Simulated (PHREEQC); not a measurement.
Solution (25 °C): 1.2 mmol/kgw NaHCO3, 3 mmol/kgw NH3 and 0.042 mmol/kgw LiCl. Closed to the air; pH follows from the charge balance.

All values are PHREEQC results (ion-association model, phreeqc.dat), not measurements.

Precipitation was switched off in this run.

Predict the pH, specific conductance.

pH 9.96; specific conductance 204 µS/cm.

In which forms is C present?

HCO3- 66 %, CO3-2 33 %, NaCO3- 0.6 % of the C.
